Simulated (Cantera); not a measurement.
An isothermal, constant-pressure homogeneous reactor starts with CH4 : N2 = 1 : 120 (molar parts), at 1475 K and 0.0263 atm.

Cantera simulation using GRI-Mech 3.0 (53 species, 325 reactions); the numbers are that mechanism's predictions, not measurements. GRI-Mech 3.0 stops at C3 and has no aromatics, soot or wall deposition, so with more carbon than oxygen in the feed, carbon stays in small species such as C2H2 where larger ones or solid carbon would form. Radical loss at walls, strong at low pressure, is not modelled.

Question: Predict: x(CH4) at 30.0 s; x(C2H2) at 30.0 s; x(H2) at 30.0 s; x(CH2) at 30.0 s; x(CH3) at 30.0 s; x(C2H) at 30.0 s; x(H) at 30.0 s.

Answer: 
```json
{
 "x(CH4) at 30.0 s": "0.00140 (gas-phase equilibrium 6.49e-7)",
 "x(C2H2) at 30.0 s": "0.00339 (gas-phase equilibrium 0.000257)",
 "x(H2) at 30.0 s": "0.0102 (gas-phase equilibrium 0.0123)",
 "x(CH2) at 30.0 s": "6.62e-9 (gas-phase equilibrium 5.47e-12)",
 "x(CH3) at 30.0 s": "1.56e-5 (gas-phase equilibrium 9.45e-9)",
 "x(C2H) at 30.0 s": "3.03e-9 (gas-phase equilibrium 2.99e-10)",
 "x(H) at 30.0 s": "5.66e-6 (gas-phase equilibrium 8.87e-6)"
}
```
